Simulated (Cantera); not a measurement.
Input: 1 mol SiCl₄, 2.9 mol Cl₂, 10 mol H₂, at 0.133 bar.

Method: chemical equilibrium by Gibbs-energy minimisation in Cantera with the NASA 1993 tables (ideal gas, pure condensed phases). Candidate condensed phases: Si; 19 gas species. The tables' values for SiCl₃ are old estimates; treat these amounts as uncertain. Equilibrium is a limit: real reactors are often held back by kinetics, nucleation or transport.

x: gas mole fraction; nothing condenses.

| T (°C) | x H₂ | x HCl | x SiCl₄ | x SiCl₂ | x SiCl₃ | x SiHCl₃ | x SiH₂Cl₂ |
|---|---|---|---|---|---|---|---|
| 775 | 0.510 | 0.418 | 0.0709 | 2.92e-6 | 0.000106 | 0.000885 | 1.25e-6 |
| 850 | 0.509 | 0.419 | 0.0700 | 2.80e-5 | 0.000397 | 0.00146 | 3.72e-6 |
| 925 | 0.507 | 0.421 | 0.0682 | 0.000197 | 0.00123 | 0.00221 | 9.38e-6 |
| 1000 | 0.504 | 0.425 | 0.0644 | 0.00104 | 0.00319 | 0.00306 | 2.01e-5 |
| 1075 | 0.496 | 0.433 | ? | ? | 0.00678 | 0.00369 | ? |
| 1150 | 0.481 | 0.448 | ? | ? | 0.0113 | 0.00369 | 4.70e-5 |
| 1225 | 0.462 | 0.468 | 0.0294 | 0.0229 | 0.0145 | 0.00298 | 4.81e-5 |

What belongs in the gaps?


- 1075, x SiCl₄: 0.0568
- 1075, x SiCl₂: 0.00407
- 1075, x SiH₂Cl₂: 3.50e-5
- 1150, x SiCl₄: 0.0443
- 1150, x SiCl₂: 0.0114
